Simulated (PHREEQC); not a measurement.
## Metal-bearing waste water: speciation

Consider water at 25 °C with 0.0031 mol ZnSO4, 0.018 mol CaCl2 and 0.0097 mol HCl per kg of water. Closed to the air; pH follows from the charge balance.

Model: ion-association model, phreeqc.dat, run in PHREEQC.

Precipitation was switched off in this run.

Predict the pH, density.

pH 2.12; density 0.999 g/cm³.

In which forms is S present?

SO4-2 48 %, CaSO4 26 %, HSO4- 19 %, ZnSO4 5.4 %, CaHSO4+ 1.7 % of the S.

Species that the database lacks are ignored.
